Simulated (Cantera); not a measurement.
An isothermal, constant-pressure homogeneous reactor starts with CH4 : CO2 : H2 = 1 : 1.1 : 1.1 (molar parts), at 1548 K and 100.0 Torr.

Model: GRI-Mech 3.0 (53 species, 325 reactions), integrated in Cantera.

Q: Predict: x(CH4) at 6.00 s; x(CO2) at 6.00 s; x(H2) at 6.00 s; x(CH2) at 6.00 s; x(CH2CO) at 6.00 s.

A: 
| Property | Value |
|---|---|
| x(CH4) at 6.00 s | 0.0271 (gas-phase equilibrium 2.22e-7) |
| x(CO2) at 6.00 s | 0.0403 (gas-phase equilibrium 0.00381) |
| x(H2) at 6.00 s | 0.413 (gas-phase equilibrium 0.581) |
| x(CH2) at 6.00 s | 1.52e-8 (gas-phase equilibrium <1e-12) |
| x(CH2CO) at 6.00 s | 2.21e-5 (gas-phase equilibrium 4.18e-12) |
